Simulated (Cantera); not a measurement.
# MgO + CH4 + H2 (carbothermic reduction)

Input: 1 mol MgO, 3.2 mol CH4, 7.7 mol H2, equilibrated at 1675 °C.

Equilibrium computed with Cantera from the NASA thermochemical tables; the gas is ideal and each condensed phase is pure. Candidate condensed phases: C, C6H6, C7H8, C8H18, H2O, Mg, MgCO3, MgO, Mg(OH)2; 116 gas species. The tables' values for MgH are old estimates; treat these amounts as uncertain. Kinetics and transport are ignored.

From 10.0 Pa to 190000 Pa the condensed part is C(graphite). At 1000000 Pa the condensed part is C(graphite) + MgO(s). The main Mg-bearing gas is Mg throughout.

```tsv
P (Pa)	log p H2	log p H	log p CO	log p Mg	log p CH4	n C(graphite)	n MgO(s)
10	-4.11	-5.00	-5.23	-5.23	-11.52	2.19	0
52	-3.36	-4.63	-4.50	-4.50	-10.04	2.19	0
270	-2.64	-4.26	-3.78	-3.78	-8.58	2.18	0
1400	-1.92	-3.90	-3.06	-3.06	-7.14	2.18	0
7200	-1.20	-3.55	-2.35	-2.35	-5.72	2.18	0
37000	-0.49	-3.19	-1.64	-1.64	-4.29	2.18	0
190000	0.22	-2.84	-0.93	-0.94	-2.87	2.17	0
1000000	0.98	-2.46	-0.65	-0.66	-1.36	2.79	0.667
```
log p: log10 of the partial pressure in bar; n: condensed amount in mol.
